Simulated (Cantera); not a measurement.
A Cantera script and its output.

```python
import numpy as np
import cantera as ct

surf = ct.Interface("diamond.yaml", "diamond_100")
gas, bulk = surf.adjacent["gas"], surf.adjacent["diamond"]
k = surf.kinetics_species_index(bulk.species_names[0])
cover = ["c6HH", "c6H*", "c6*H", "c6**", "c6HM", "c6B"]

rows, drift = [], 0.0
print(f"{'xCH3':>10s}{'um/h':>11s}" + "".join(f"{s:>11s}" for s in cover))
for v in [1e-06, 2.3e-06, 5.1e-06, 1.2e-05, 2.7e-05, 6e-05, 0.00014, 0.00031, 0.0007]:
    T, P, xH, xCH3 = 1348, 11000, 0.0016, v
    gas.TPX = T, P, {"H": xH, "CH3": xCH3, "CH4": 0.0084, "H2": 1 - xH - xCH3 - 0.0084}
    surf.TP = bulk.TP = T, P
    surf.coverages = "c6H*:0.1, c6HH:0.9"
    surf.advance_coverages(100.0)
    before = surf.coverages
    surf.advance_coverages(100.0)
    drift = max(drift, np.max(np.abs(surf.coverages - before) / (surf.coverages + 1e-9)))
    rate = surf.net_production_rates[k] * bulk.mean_molecular_weight / bulk.density * 3.6e9
    rows.append([rate, *surf[cover].coverages])
    print(f"{v:10.4g}{rate:11.4e}" + "".join(f"{x:11.3e}" for x in rows[-1][1:]))
```

Result:

```
      xCH3       um/h       c6HH       c6H*       c6*H       c6**       c6HM        c6B
     1e-06 1.5681e-02  3.923e-01  5.234e-02  5.174e-01  3.791e-02  1.831e-06  4.255e-11
   2.3e-06 3.6062e-02  3.923e-01  5.234e-02  5.174e-01  3.790e-02  4.211e-06  9.786e-11
   5.1e-06 7.9943e-02  3.923e-01  5.234e-02  5.174e-01  3.789e-02  9.337e-06  2.169e-10
   1.2e-05 1.8798e-01  3.923e-01  5.234e-02  5.174e-01  3.787e-02  2.196e-05  5.101e-10
   2.7e-05 4.2237e-01  3.922e-01  5.233e-02  5.173e-01  3.781e-02  4.939e-05  1.146e-09
     6e-05 9.3576e-01  3.922e-01  5.232e-02  5.172e-01  3.768e-02  1.096e-04  2.539e-09
   0.00014 2.1675e+00  3.920e-01  5.228e-02  5.168e-01  3.738e-02  2.550e-04  5.882e-09
   0.00031 4.7263e+00  3.917e-01  5.220e-02  5.160e-01  3.675e-02  5.610e-04  1.283e-08
    0.0007 1.0313e+01  3.910e-01  5.203e-02  5.144e-01  3.538e-02  1.249e-03  2.799e-08
```

Detailed kinetics in Cantera: the Harris–Goodwin 1993 mechanism for the reconstructed diamond (100) surface.
